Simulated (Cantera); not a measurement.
Input: 1 mol Fe3O4, 0.44 mol CH4, 0.24 mol CO, held at 0.100 bar.

Equilibrium computed with Cantera from the NASA thermochemical tables; the gas is ideal and each condensed phase is pure. Candidate condensed phases: C, C6H6, C7H8, C8H18, Fe, Fe(CO)5, FeO, Fe(OH)2, Fe(OH)3, Fe2O3, Fe3O4, H2O; 114 gas species. The tables' stoichiometric FeO is somewhat more stable than real wüstite, so its field is too wide. FeO: taken at fixed stoichiometry. Rates play no part.

Q: At 1673 K, list the 5 most abundant gas species with their mole fractions, and the condensed phases.

A: CO 0.343, H2 0.298, H2O 0.266, CO2 0.0927, H 0.000197. Condensed: FeO(l).
